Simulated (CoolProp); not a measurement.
Properties of C2F6 (R116) along the isotherm 254.7 K (Tc = 293.0 K, pc = 3048 kPa, ω = 0.257).

The numbers come from the reference Helmholtz-energy equation of state, Lemmon 2006 in CoolProp. It is a short technical equation, of lower accuracy than the large ones.

```csv
p (kPa),phase,density (kg/m³),cv (kJ/(kg K)),Joule-Thomson coefficient (K/MPa),isothermal compressibility (1/MPa),expansivity (1/kK),Prandtl number
2180,liquid,1304,0.7113,0.2306,0.01226,5.293,3.46
3270,liquid,1320,0.7110,0.1556,0.01074,4.839,3.47
4350,liquid,1335,0.7109,0.09651,0.009595,4.488,3.48
5440,liquid,…,0.7110,0.04768,…,4.203,…
6530,liquid,1360,0.7111,0.006801,0.007951,3.965,3.53
7620,liquid,1372,0.7114,-0.02804,0.007340,…,3.55
8710,liquid,1382,0.7116,-0.05816,0.006824,3.592,3.58
9800,liquid,1392,0.7119,-0.08452,0.006382,3.441,3.61
10900,liquid,1402,0.7122,…,0.005995,3.306,3.64
12000,liquid,1411,0.7125,-0.1289,0.005655,3.186,3.68
13100,liquid,1419,0.7129,-0.1476,0.005355,3.078,3.71
14100,liquid,1427,0.7132,-0.1631,0.005111,2.990,3.74
15200,liquid,1435,0.7136,-0.1785,0.004869,2.900,3.78
```

Task: What belongs in the gaps?

Result: 
- 5440, density (kg/m³): 1348
- 5440, isothermal compressibility (1/MPa): 0.008687
- 5440, Prandtl number: 3.50
- 7620, expansivity (1/kK): 3.765
- 10900, Joule-Thomson coefficient (K/MPa): -0.1080

Viscosity comes from a separate model (Huber 2003), an estimate that may be off by 10 % or more. Thermal conductivity comes from a separate model (Huber 2003), an estimate that may be off by 10 % or more.
